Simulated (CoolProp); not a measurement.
Normal hydrogen along the isotherm -213.55 °C: Z from the reference equation and from simpler models built on Tc = -240.0 °C, pc = 12.96 bar, ω = -0.219; each cubic takes its own stable root.

Values from CoolProp's reference Helmholtz-energy equation of state, Leachman 2009.

```csv
p (bar),phase,reference,Redlich-Kwong,Soave-Redlich-Kwong
8.1,gas,0.9638,0.9704,0.9558
16.2,supercritical,0.9292,0.9455,0.9154
24.3,supercritical,0.8985,0.9263,0.8807
32.4,supercritical,0.8734,…,0.8537
40.5,supercritical,0.8553,…,0.8364
48.6,supercritical,0.8454,0.9088,0.8292
56.7,supercritical,0.8438,…,0.8316
64.8,supercritical,…,0.9288,…
```

### Question
Some entries are withheld; supply them.

### Answer

- 32.4, Redlich-Kwong: 0.9135
- 40.5, Redlich-Kwong: 0.9077
- 56.7, Redlich-Kwong: 0.9161
- 64.8, reference: 0.8500
- 64.8, Soave-Redlich-Kwong: 0.8420
